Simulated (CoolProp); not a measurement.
Vapour-liquid equilibrium of trans-2-butene (1) + ethanol (2) at 125.35 °C; x and y are mole fractions of (1).

Values from CoolProp's multi-fluid Helmholtz-energy mixture model, Lemmon 2005 and Schroeder 2014; pair parameters Bell 2016.

Q: Give the bubble pressure and the first vapour's composition at x = 0.15, 0.45, 0.55. Is there an azeotrope?

A: x = 0.15: 12.29 bar, y = 0.604; x = 0.45: 19.42 bar, y = 0.774; x = 0.55: 20.43 bar, y = 0.794. No azeotrope shows between x = 0.05 and 0.95.

Pair parameters are fitted to limited data, so mixtures are less certain than the pure fluids. With so large a gap from Raoult's law the liquid may split in two, which this calculation doesn't test in full.
